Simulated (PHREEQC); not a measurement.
Solution (20 °C): 0.0023 mol HF, 0.0021 mol Na2CO3 and 0.0016 mol NaCl per kg of water. Closed to the air; pH follows from the charge balance.

All values are PHREEQC results (ion-association model, wateq4f.dat), not measurements.

Q: The ionic strength comes out as 0.00579 mol/kgw. What activity coefficients do Na+, CO3-2, F-, HCO3-, Cl- get?

A: Na+ 0.92, CO3-2 0.73, F- 0.92, HCO3- 0.92, Cl- 0.92.

This is a speciation only: nothing precipitates in the calculation.
